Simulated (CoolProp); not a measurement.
Saturation properties of n-perfluoropentane (Tc = 147.9 °C, pc = 2.063 MPa, ω = 0.436).

The numbers come from the reference Helmholtz-energy equation of state, Gao 2022 in CoolProp.

| T (°C) | p (MPa) | enthalpy of vaporisation (kJ/kg) | liquid cp (kJ/(kg K)) |
|---|---|---|---|
| -24.15 | 0.008392 | 104.9 | 0.9518 |
| -9.55 | … | 101.2 | 0.9800 |
| 4.95 | 0.03768 | 97.49 | 1.008 |
| 19.55 | 0.06985 | 93.48 | 1.037 |
| 34.05 | 0.1202 | 89.22 | 1.066 |
| 48.65 | 0.1957 | … | 1.096 |
| 63.15 | 0.3024 | … | 1.128 |
| 77.75 | 0.4495 | … | … |
| 92.25 | 0.6438 | 67.25 | 1.208 |
| 106.85 | 0.8981 | 59.51 | … |
| 121.35 | … | 49.84 | 1.382 |

**Question.** Fill in the missing entries.

**Answer.** 
- -9.55, p (MPa): 0.01877
- 48.65, enthalpy of vaporisation (kJ/kg): 84.55
- 63.15, enthalpy of vaporisation (kJ/kg): 79.47
- 77.75, enthalpy of vaporisation (kJ/kg): 73.74
- 77.75, liquid cp (kJ/(kg K)): 1.164
- 106.85, liquid cp (kJ/(kg K)): 1.270
- 121.35, p (MPa): 1.221

It boils at 29.3 °C under 1 atm.
